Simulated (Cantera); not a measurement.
Feed: 1 mol Si₃N₄, 0.0094 mol H₂O, 1 mol H₂, held at 13300 Pa.

Method: chemical equilibrium by Gibbs-energy minimisation in Cantera with the NASA 1993 tables (ideal gas, pure condensed phases). Candidate condensed phases: H₂O, Si, SiO₂, Si₂N₂O, Si₃N₄; 35 gas species. Mutual solubility and eutectic melting of coexisting phases are not modelled. Gases not in the tables: Si₂H₆ and higher silanes. Kinetics and transport are ignored.

x: gas mole fraction; n: condensed amount in mol.

```
T (K)   x H₂     x N₂     x SiO       x H  x SiH₂  n Si₂N₂O(s)  n Si₃N₄(s)  n Si(s)  n Si(l)
-----  -----  -------  --------  --------  ------  -----------  ----------  -------  -------
1523   0.997  0.00310   6.35e-6   6.32e-5       …      0.00939       0.994        0        0
1548   0.997  0.00310   1.32e-5   8.42e-5       …      0.00939       0.994        0        0
1573   0.997  0.00310   2.70e-5  0.000111       …      0.00937       0.994        0        0
1598   0.997  0.00312   5.36e-5  0.000146       …      0.00935       0.994        0        0
1623   0.996  0.00332  0.000102  0.000189       …      0.00930       0.994        0        0
1648   0.995  0.00501  0.000170  0.000243       …      0.00923       0.993  0.00282        0
1673   0.992  0.00747  0.000279  0.000311       …      0.00912       0.992  0.00654        0
1698   0.988   0.0113  0.000446  0.000394       …      0.00894       0.990        0   0.0123
1723   0.981   0.0177  0.000691  0.000495       …      0.00869       0.987        0   0.0223
1748   0.971   0.0275   0.00106  0.000617       …      0.00830       0.982        0   0.0377
1773   0.955   0.0422   0.00160  0.000762       …      0.00771       0.974        0   0.0613
```

Complete the blanks.


- 1523, x SiH₂: 6.36e-7
- 1548, x SiH₂: 1.18e-6
- 1573, x SiH₂: 2.15e-6
- 1598, x SiH₂: 3.83e-6
- 1623, x SiH₂: 6.44e-6
- 1648, x SiH₂: 8.43e-6
- 1673, x SiH₂: 1.09e-5
- 1698, x SiH₂: 1.38e-5
- 1723, x SiH₂: 1.67e-5
- 1748, x SiH₂: 1.99e-5
- 1773, x SiH₂: 2.36e-5
